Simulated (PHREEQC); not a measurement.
Synthetic water in mg/L, 85 °C, pH 3.8, pe 12.2:

```csv
constituent,mg/L
Na,99.9
K,4.16
Ca,63.7
Mg,18.2
Cl,51.7
S(6) as SO4,400
Al,0.325
```

Valence states are taken as typed.

All values are PHREEQC results (ion-association model, phreeqc.dat), not measurements.

No solid was allowed to form.

Problem. Order these Al species by the share of Al that they hold, largest first: Al+3, Al(OH)2+, Al(SO4)2-, AlOH+2, AlSO4+.

Solution. AlSO4+ (53 %), Al(OH)2+ (18 %), AlOH+2 (13 %), Al+3 (11 %), Al(SO4)2- (4.1 %)

The pH is 3.80 and the ionic strength 0.0127 mol/kgw. Species that the database lacks are ignored. At this temperature some constants are extrapolated from 25 °C, and those without enthalpy data are left unchanged.
